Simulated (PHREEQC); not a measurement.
# Silver or lead bath (model solution)

Consider water at 75 °C with 1.6 mmol/kgw AgF and 4.9 mmol/kgw Na2SO4. Closed to the air; pH follows from the charge balance.

All values are PHREEQC results (ion-association model, wateq4f.dat), not measurements.

The pH comes out as 6.77. The ionic strength comes out as 0.0157 mol/kgw.

```
species  molality  activity   log γ
-------  --------  --------  ------
Na+       0.00962   0.00839  -0.059
SO4-2     0.00462   0.00269  -0.234
F-        0.00159   0.00138  -0.062
Ag+       0.00149   0.00129  -0.060
NaSO4-   0.000170  0.000149  -0.058
AgSO4-   0.000112   9.74e-5  -0.060
NaF       6.64e-6   6.66e-6   0.002
AgF       2.05e-6   2.06e-6   0.002
OH-       1.31e-6   1.14e-6  -0.062
HF        9.40e-7   9.43e-7   0.002
H+        1.93e-7   1.71e-7  -0.051
```

This is a speciation only: nothing precipitates in the calculation. Away from 25 °C the constants follow the database's enthalpies or fits; those with neither stay at their 25 °C values.
